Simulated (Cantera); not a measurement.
Cantera run, input and output.

```python
import numpy as np
import cantera as ct

gas = ct.Solution("gri30.yaml")
gas.TPX = 1000, 101325, {'CH4': 1, 'O2': 1.67, 'N2': 8.33}
reactor = ct.IdealGasReactor(gas, energy="on", clone=False)
net = ct.ReactorNet([reactor])
net.rtol, net.atol = 1e-08, 1e-16
show = ['CH4', 'O2', 'H', 'H2O', 'CH2CO', 'H2']
times = np.geomspace(2e-06, 6, 11)

steps = ct.SolutionArray(gas, extra=["t"])
rows = []
print(f"{'t/s':>10s}{'T/K':>9s}{'P/Pa':>11s}" + "".join(f"{s:>11s}" for s in show))
for t in times:
    while net.time < t:
        t_next = net.step()
        steps.append(gas.state, t=t_next)
    rows.append([np.interp(t, steps.t, y) for y in (steps.T, steps.P, *steps(*show).X.T)])
    print(f"{t:10.3e}{rows[-1][0]:9.1f}{rows[-1][1]:11.4g}" + "".join(f"{x:11.3e}" for x in rows[-1][2:]))
rate = np.gradient(steps.T, steps.t)
print("integrator steps:", len(steps.t))
if steps.T.max() > steps.T[0] + 200:
    print(f"time of steepest temperature rise: {steps.t[rate.argmax()]:.4e} s")
gas.TPX = 1000, 101325, {'CH4': 1, 'O2': 1.67, 'N2': 8.33}
gas.equilibrate("UV")
print(f"equilibrium (UV): T = {gas.T:.1f} K  " + "  ".join(f"{s} {gas[s].X[0]:.3e}" for s in show))
```

Output:

```
       t/s      T/K       P/Pa        CH4         O2          H        H2O      CH2CO         H2
 2.000e-06   1000.0  1.013e+05  9.091e-02  1.518e-01  4.405e-15  1.601e-15  2.558e-37  1.123e-15
 8.887e-06   1000.0  1.013e+05  9.091e-02  1.518e-01  8.469e-15  4.514e-14  1.154e-33  1.197e-14
 3.949e-05   1000.0  1.013e+05  9.091e-02  1.518e-01  1.399e-14  9.340e-13  9.016e-30  9.032e-14
 1.755e-04   1000.0  1.013e+05  9.091e-02  1.518e-01  3.922e-14  1.839e-11  2.226e-26  9.083e-13
 7.796e-04   1000.0  1.013e+05  9.091e-02  1.518e-01  1.692e-13  3.789e-10  4.747e-23  1.489e-11
 3.464e-03   1000.0  1.013e+05  9.091e-02  1.518e-01  1.129e-12  8.886e-09  1.091e-19  3.765e-10
 1.539e-02   1000.0  1.013e+05  9.091e-02  1.518e-01  1.307e-11  2.914e-07  6.000e-16  1.722e-08
 6.839e-02   1000.0  1.013e+05  9.090e-02  1.518e-01  3.492e-11  5.083e-06  6.619e-13  3.562e-07
 3.039e-01   1000.4  1.014e+05  9.086e-02  1.518e-01  1.076e-10  4.166e-05  6.558e-11  3.909e-06
 1.350e+00   1017.1  1.031e+05  8.880e-02  1.501e-01  8.588e-09  1.937e-03  3.163e-07  4.000e-04
 6.000e+00   2643.2  2.785e+05  4.579e-14  2.028e-03  4.137e-03  1.470e-01  3.273e-16  2.256e-02
integrator steps: 2883
time of steepest temperature rise: 1.5141e+00 s
equilibrium (UV): T = 2643.2 K  CH4 5.508e-14  O2 2.028e-03  H 4.137e-03  H2O 1.470e-01  CH2CO 3.552e-16  H2 2.256e-02
```

Computed with Cantera and GRI-Mech 3.0 (53 species, 325 reactions).
